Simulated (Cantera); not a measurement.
An isothermal, constant-pressure homogeneous reactor starts with 4.85 % C₃H₈, 87.4 % H₂, 7.77 % H₂O, at 1598 K and 0.000444 atm.

Detailed kinetics in Cantera: GRI-Mech 3.0 (53 species, 325 reactions). GRI-Mech 3.0 was tuned for natural gas; its chemistry of propane as a main component is partial and can be far from experiment. GRI-Mech 3.0 stops at C3 and has no aromatics, soot or wall deposition, so with more carbon than oxygen in the feed, carbon stays in small species such as C2H2 where larger ones or solid carbon would form. Radical loss at walls, strong at low pressure, is not modelled.

x: mole fraction; the columns are a selection and need not sum to one.

```
t (s)         x C₃H₈   x H₂     x C₂H      x C₂H₂      x C₂H₄
--------  ----------  -----  --------  ----------  ----------
5.00e-6       0.0485  0.874    <1e-12      <1e-12     6.95e-8
1.69e-5       0.0485  0.874    <1e-12    1.89e-12  (withheld)
5.74e-5       0.0483  0.874    <1e-12    7.31e-11     9.02e-6
0.000195      0.0477  0.873    <1e-12     3.17e-9    0.000106
0.000660      0.0451  0.870    <1e-12     3.48e-7     0.00129
0.00224   (withheld)  0.858  4.12e-10  (withheld)  (withheld)
0.00758      0.00304  0.823   1.32e-7     0.00420      0.0305
0.0257       1.22e-7  0.826   4.59e-7      0.0230      0.0156
0.0871       3.07e-9  0.831   3.64e-7      0.0347     0.00489
0.295        1.22e-9  0.834   2.77e-7      0.0399    0.000854
1.00        4.62e-10  0.838   2.07e-7      0.0424    0.000323
```

Q: Complete the blanks.

A: 
- 1.69e-5, x C₂H₄: 7.92e-7
- 0.00224, x C₃H₈: 0.0335
- 0.00224, x C₂H₂: 5.44e-5
- 0.00224, x C₂H₄: 0.00979
